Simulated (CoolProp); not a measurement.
A single-stage vapour-compression cycle with the fluid: evaporating at 300.15 K (dew point), condensing at 330.15 K (bubble point), superheat 8 K, subcooling 0 K, compressor efficiency 0.9, no pressure losses. The same conditions are run with several fluids, on thermodynamics alone (safety and materials aside).

Values from CoolProp's reference Helmholtz-energy equation of state of each fluid (R245ca: Zhou 2016; R1336mzz(E): Akasaka 2023; methanol: de Reuck 1993; R410A: Lemmon 2003; propane: Lemmon 2009; CH2F2 (R32): Tillner-Roth 1997). Blends and air are pseudo-pure fits.

Q: Rank R245ca, R1336mzz(E), methanol, R410A, propane, CH2F2 (R32) by cooling COP, highest first.

A: methanol (8.13), R245ca (7.95), R1336mzz(E) (7.56), propane (7.09), CH2F2 (R32) (6.64), R410A (6.21)

```csv
fluid,pressure ratio,discharge temperature (K),refrigerating effect (kJ/kg),volumetric capacity (kJ/m³)
R245ca,2.77,334.3,168,990
R1336mzz(E),2.53,332.1,112,1610
methanol,3.98,396.2,1110,265
R410A,2.06,351.8,136,8840
propane,1.99,341.7,260,5380
CH2F2 (R32),2.07,360.7,214,10000
```
